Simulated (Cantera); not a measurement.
An adiabatic, constant-volume homogeneous reactor starts with CO : H₂ : CH₄ : O₂ : N₂ = 1 : 0.2 : 0.29 : 1.9 : 7.16 (molar parts), equivalence ratio 0.62, at 1223 K and 77000 Pa. Integrator tolerance rtol = 1e-08.

Model: GRI-Mech 3.0 (53 species, 325 reactions), integrated in Cantera.

Question: What does this change do: constant pressure in place of constant volume?

Answer: 
| quantity | before | after |
|---|---|---|
| time of steepest temperature rise | 0.645 ms | 0.687 ms |
| temperature at 0.300 s | 2623 K | 2448 K |
| equilibrium temperature | 2623 K | 2448 K |
| x(CO) at 0.300 s | 0.0218 (gas-phase equilibrium 0.0218) | 0.0138 (gas-phase equilibrium 0.0138) |
| x(H₂) at 0.300 s | 0.00216 (gas-phase equilibrium 0.00216) | 0.00143 (gas-phase equilibrium 0.00143) |
| x(CH₄) at 0.300 s | <1e-12 (gas-phase equilibrium <1e-12) | <1e-12 (gas-phase equilibrium <1e-12) |
| x(CH₂) at 0.300 s | <1e-12 (gas-phase equilibrium <1e-12) | <1e-12 (gas-phase equilibrium <1e-12) |
| x(C₂H₂) at 0.300 s | <1e-12 (gas-phase equilibrium <1e-12) | <1e-12 (gas-phase equilibrium <1e-12) |
| x(HCO) at 0.300 s | 6.46e-9 (gas-phase equilibrium 6.46e-9) | 1.41e-9 (gas-phase equilibrium 1.41e-9) |
